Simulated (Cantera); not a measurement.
A closed system holds: 1 mol BN, 0.14 mol H2, at 1773 K and 20.0 mbar.

These are equilibrium values from Cantera (NASA tables, ideal gas, pure condensed phases), not measurements of a reactor. Candidate condensed phases: B, BN; 15 gas species. The tables' values for BH2 are old estimates; treat these amounts as uncertain. Rates play no part.

Base state: H2 0.998, H 0.00201, N2 0.000128, BH2 0.000107 (mole fractions); condensed: BN(s).

Q: What changes in the equilibrium state with this change: BN replaced by Al2O3?

A: 
```json
[
 {"species": "H2", "before": "0.998", "after": "0.998"},
 {"species": "H", "before": "0.00201", "after": "0.00201"},
 {"species": "H2O", "before": "0", "after": "4.00e-5"},
 {"species": "N2", "before": "0.000128", "after": "0"},
 {"species": "BH2", "before": "0.000107", "after": "0"},
 {"species": "Al", "before": "0", "after": "2.09e-5"},
 {"species": "BN(s), mol", "before": "1.000", "after": "0"},
 {"species": "Al2O3(s), mol", "before": "0", "after": "1.000"}
]
```
Further candidate phases: Al, Al2O3, H2O.
